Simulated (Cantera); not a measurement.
## Low-pressure radical oxidation in H2/O2

An isothermal, constant-pressure homogeneous reactor starts with H2 : O2 : N2 = 0.11 : 1 : 0.14 (molar parts), at 1100 K and 20.0 Torr.

Model: the H2/O2 subset of GRI-Mech 3.0, which has no nitrogen chemistry, integrated in Cantera. Radical loss at walls, strong at low pressure, is not modelled. The temperature is held fixed by assumption; the heat of reaction is taken as removed at once.

| t (s) | x H2 | x O2 | x H2O2 | x HO2 | x H2O | x O |
|---|---|---|---|---|---|---|
| 2.00e-6 | 0.0880 | 0.800 | <1e-12 | 3.28e-11 | <1e-12 | <1e-12 |
| 1.43e-5 | 0.0880 | 0.800 | <1e-12 | 2.35e-10 | 6.95e-12 | 3.42e-11 |
| 0.000103 | 0.0880 | 0.800 | <1e-12 | 1.70e-9 | 1.42e-9 | 1.36e-9 |
| 0.000737 | 0.0880 | 0.800 | 7.60e-11 | 1.27e-7 | 1.13e-5 | 5.79e-6 |
| 0.00528 | 0.00144 | 0.771 | 3.42e-7 | 1.21e-5 | 0.0842 | 0.0177 |
| 0.0379 | 4.66e-5 | 0.790 | 2.21e-7 | 3.12e-6 | 0.0917 | 0.000580 |
| 0.271 | 1.13e-6 | 0.791 | 4.12e-8 | 1.95e-7 | 0.0920 | 1.60e-5 |
| 1.95 | 6.97e-8 | 0.791 | 6.01e-9 | 1.62e-8 | 0.0920 | 1.09e-6 |
| 13.9 | 7.17e-9 | 0.791 | 8.64e-10 | 3.17e-9 | 0.0920 | 1.17e-7 |
| 100 | 1.15e-9 | 0.791 | 1.61e-10 | 3.69e-9 | 0.0920 | 1.88e-8 |
x: mole fraction; the columns are a selection and need not sum to one.

Equilibrium at this temperature and pressure: H2 8.41e-10, O2 0.791, H2O2 1.21e-10, HO2 4.18e-9, H2O 0.0920, O 1.37e-8 (gas phase only).
